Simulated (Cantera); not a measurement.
## Equilibrium for carbothermic reduction: TiO₂ + C + CO

Feed: 1 mol TiO₂, 0.41 mol C, 0.011 mol CO, at 1548.15 K and 1.88 Torr.

Method: chemical equilibrium by Gibbs-energy minimisation in Cantera with the NASA 1993 tables (ideal gas, pure condensed phases). Candidate condensed phases: C, Ti, TiC, TiO, TiO₂, Ti₂O₃, Ti₃O₅, Ti₄O₇; 15 gas species. Mutual solubility and eutectic melting of coexisting phases are not modelled. Rates play no part.

```yaml
x(CO): 1.000
x(CO₂): 0.000164
n(Ti₂O₃(s)): 0.230 mol
n(Ti₃O₅(s)): 0.180 mol
gas_amount: 0.4210 mol
log10 activity of Ti₄O₇(s) (absent): -0.38
log10 activity of C(graphite) (absent): -2.17
log10 activity of Ti(β) (absent): -5.38
```
